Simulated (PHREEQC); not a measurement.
Solution (25 °C): 0.047 mol/kgw ZnCl2, 0.017 mol/kgw H3BO3 and 0.00012 mol/kgw HCl. Closed to the air; pH follows from the charge balance.

Model: ion-association model, phreeqc.dat, run in PHREEQC.

| quantity | before | after |
|---|---|---|
| pH | 4.01 | 4.01 |
| ionic strength (mol/kgw) | 0.133 | 0.138 |
| Cl- (mol/kgw) | 0.0901 | 0.0924 |
| ZnCl+ (mol/kgw) | 0.00357 | 0.00153 |
| ZnCl2 (mol/kgw) | 0.000182 | 7.39e-5 |
| ZnCl3- (mol/kgw) | 1.90e-5 | 6.93e-6 |

What was changed between the two runs?
A) 0.024 mol/kgw KCl added
B) H3BO3 from 0.017 to 0.034 mol/kgw
C) 0.00083 mol/kgw NaHSO4 added
D) H3BO3 left out
E) temperature from 25 to 5 °C

E, temperature from 25 to 5 °C

No solid was allowed to form. At this temperature some constants are extrapolated from 25 °C, and those without enthalpy data are left unchanged.
